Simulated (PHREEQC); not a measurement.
## Leach liquor: an equilibrium model

Consider water at 25 °C with 0.28 mol HCl and 5.6e-05 mol MnSO4 per kg of water. Closed to the air; pH follows from the charge balance.

Computed with PHREEQC (ion-association model, phreeqc.dat).

This is a speciation only: nothing precipitates in the calculation.

What pH, specific conductance does the model give?

pH 0.66; specific conductance 90900 µS/cm.

In which forms is S present?

HSO4- 88 %, SO4-2 12 % of the S.

Species that the database lacks are ignored.
